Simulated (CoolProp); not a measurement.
Oxygen at 298.15 K and 14 MPa flows at 0.21 m/s in a round tube of 25 mm bore and 0.25 µm roughness, fully developed (64/Re and Nu = 3.66 if laminar; Colebrook and Gnielinski if turbulent). Each further row changes one setting.

The numbers come from the reference Helmholtz-energy equation of state, Schmidt 1985 in CoolProp.

| case | Reynolds number | Darcy friction factor | pressure drop (Pa/m) | heat-transfer coefficient (W/(m² K)) | mass flow (kg/h) |
|---|---|---|---|---|---|
| as stated | 41100 | 0.0219 | 3.69 | 134 | 71.1 |
| velocity 0.42 m/s | 82100 | 0.0188 | 12.7 | 232 | 142 |
| diameter 50 mm | 82100 | 0.0188 | 1.59 | 116 | 284 |

Viscosity comes from a separate model (Lemmon 2004). Thermal conductivity comes from a separate model (Lemmon 2004).
